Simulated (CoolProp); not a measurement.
A single-stage vapour-compression cycle with nitrous oxide: evaporating at 230.15 K (dew point), condensing at 287.15 K (bubble point), superheat 10 K, subcooling 5 K, compressor efficiency 0.75, no pressure losses. Each further row changes one setting.

Values from CoolProp's reference Helmholtz-energy equation of state, Lemmon 2006. It is a short technical equation, of lower accuracy than the large ones.

| case | cooling COP | pressure ratio | discharge temperature (K) | refrigerating effect (kJ/kg) | volumetric capacity (kJ/m³) |
|---|---|---|---|---|---|
| as stated | 2.06 | 5.22 | 377.6 | 221 | 4550 |
| evaporating temperature 235.15 K | 2.36 | 4.37 | 367.8 | 222 | 5450 |
| condensing temperature 282.15 K | 2.36 | 4.63 | 366.4 | 232 | 4780 |
| subcooling 10 K | 2.17 | 5.22 | 377.6 | 233 | 4790 |
| superheat 20 K | 2.03 | 5.22 | 391.9 | 230 | 4490 |
| compressor efficiency 0.65 | 1.78 | 5.22 | 392.4 | 221 | 4550 |
